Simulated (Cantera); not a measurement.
Thermodynamics of silicon carbide growth, feed (CH₃)₂SiCl₂ + C₂H₂ + H₂

Charge: 1 mol (CH₃)₂SiCl₂, 0.091 mol C₂H₂, 310 mol H₂, equilibrated at 0.0170 bar.

Cantera equilibrium calculation (NASA polynomials, part measured and part estimated; ideal gas, pure solids and liquids). Candidate condensed phases: C, C₆H₆, C₇H₈, C₈H₁₈, Si, SiC; 109 gas species. The feed counts by its element totals alone. The tables' values for SiCl are old estimates; treat these amounts as uncertain. Gases not in the tables: Si₂H₆ and higher silanes. Equilibrium is a limit: real reactors are often held back by kinetics, nucleation or transport.

From 1202 °C to 1902 °C the condensed part is C(graphite) + SiC(s). From 2002 °C to 2202 °C nothing is condensed. The main Si-bearing gas is SiCl₂ at 1202 °C and Si at 2202 °C.

```tsv
T (°C)	log p H₂	log p H	log p HCl	log p C₂H₂ (acetylene)	log p Si	log p Cl	log p SiC₂	n C(graphite)	n SiC(s)
1202	-1.77	-5.77	-3.97	-6.95	-10.42	-8.06	-13.27	1.16	1.000
1302	-1.77	-5.27	-3.97	-6.45	-9.26	-7.56	-11.75	1.16	1.000
1402	-1.77	-4.82	-3.97	-6.01	-8.23	-7.12	-10.41	1.14	0.999
1502	-1.77	-4.43	-3.97	-5.62	-7.33	-6.73	-9.23	1.09	0.998
1602	-1.77	-4.07	-3.97	-5.27	-6.52	-6.39	-8.17	0.989	0.991
1702	-1.78	-3.75	-3.97	-4.96	-5.79	-6.07	-7.23	0.812	0.961
1802	-1.78	-3.47	-3.98	-4.69	-5.14	-5.79	-6.37	0.564	0.828
1902	-1.79	-3.21	-3.99	-4.44	-4.54	-5.54	-5.60	0.384	0.304
2002	-1.80	-2.97	-4.00	-4.29	-4.37	-5.31	-5.34	0	0
2102	-1.82	-2.76	-4.03	-4.29	-4.36	-5.11	-5.38	0	0
2202	-1.85	-2.57	-4.06	-4.31	-4.36	-4.93	-5.42	0	0
```
log p: log10 of the partial pressure in bar; n: condensed amount in mol.
